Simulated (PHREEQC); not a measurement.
Consider water at 25 °C with 0.062 mol/kgw HF and 0.0014 mol/kgw KF. Closed to the air; pH follows from the charge balance.

The numbers come from PHREEQC with the ion-association model, wateq4f.dat.

```
quantity                   before    after
------------------------  -------  -------
pH                           2.27     2.78
ionic strength (mol/kgw)  0.00718  0.00187
F- (mol/kgw)              0.00613  0.00184
HF2- (mol/kgw)            0.00105  3.06e-5
```

Q: What was changed between the two runs?
A) HF replaced by NaF at the same molality
B) KF replaced by LiF at the same molality
C) KF left out
D) HF from 0.062 to 0.031 mol/kgw
E) diluted 10-fold with water

A: E, diluted 10-fold with water

No solid was allowed to form. wateq4f.dat counts part of the HF as a dimer, H2F2, which phreeqc.dat doesn't know; its constant is uncertain.
